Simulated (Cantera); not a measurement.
# Thermodynamics of iron carbonyl, mercury and lead vapours, feed PbO + H2

Input: 1 mol PbO, 0.37 mol H2, at 6.80 bar.

Equilibrium computed with Cantera from the NASA thermochemical tables; the gas is ideal and each condensed phase is pure. Candidate condensed phases: H2O, Pb, PbO, PbO2, Pb3O4; 12 gas species. Each liquid is taken as pure. Mutual solubility and eutectic melting of coexisting phases are not modelled. Gases not in the tables: (PbO)n polymers. Equilibrium is a limit: real reactors are often held back by kinetics, nucleation or transport.

```
T (°C)  x H2O      x Pb      x H2     x PbO  n Pb(l)  n PbO(red)  n PbO(yellow)  n PbO(l)
------  -----  --------  --------  --------  -------  ----------  -------------  --------
402     1.000  4.97e-11   3.11e-5    <1e-12    0.370       0.630              0         0
477     1.000   1.39e-9   4.85e-5    <1e-12    0.370       0.630              0         0
552     1.000   2.11e-8   7.13e-5  3.69e-11    0.370           0          0.630         0
627     1.000   2.01e-7   9.98e-5   1.10e-9    0.370           0          0.630         0
702     1.000   1.35e-6  0.000134   1.91e-8    0.370           0          0.630         0
777     1.000   6.84e-6  0.000175   2.18e-7    0.370           0          0.630         0
852     1.000   2.78e-5  0.000223   1.77e-6    0.370           0          0.630         0
927     1.000   9.46e-5  0.000304   1.00e-5    0.370           0              0     0.630
1002    0.999  0.000277  0.000433   4.26e-5    0.370           0              0     0.630
1077    0.999  0.000720  0.000599  0.000153    0.370           0              0     0.630
1152    0.997   0.00168  0.000806  0.000473    0.369           0              0     0.630
```
x: gas mole fraction; n: condensed amount in mol.

From 402 °C to 477 °C the condensed part is Pb(l) + PbO(red). From 552 °C to 852 °C the condensed part is Pb(l) + PbO(yellow). From 927 °C to 1152 °C the condensed part is Pb(l) + PbO(l).
